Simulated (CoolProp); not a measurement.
R1336mzz(Z) along the isobar 1.83 MPa: Z from the reference equation and from simpler models built on Tc = 444.5 K, pc = 2.904 MPa, ω = 0.386; each cubic takes its own stable root.

The numbers come from the reference Helmholtz-energy equation of state, McLinden 2020 in CoolProp.

| T (K) | phase | reference |
|---|---|---|
| 288.4 | liquid | 0.08974 |
| 296 | liquid | 0.08865 |
| 303.6 | liquid | 0.08767 |
| 311.2 | liquid | 0.08680 |
| 318.8 | liquid | 0.08604 |
| 326.4 | liquid | 0.08539 |
| 334 | liquid | 0.08485 |
| 341.6 | liquid | 0.08443 |

Question: How far does each simpler model (van der Waals, Redlich-Kwong, Peng-Robinson) lie from the reference over these 8 states: mean and median of the absolute difference, and the worst?

Answer: 
- van der Waals: mean 78.4 %, median 78.4 %, worst +79.1 % at 288.4 K and 1.83 MPa
- Redlich-Kwong: mean 24.0 %, median 23.9 %, worst +25.2 % at 341.6 K and 1.83 MPa
- Peng-Robinson: mean 3.6 %, median 3.6 %, worst +3.8 % at 341.6 K and 1.83 MPa
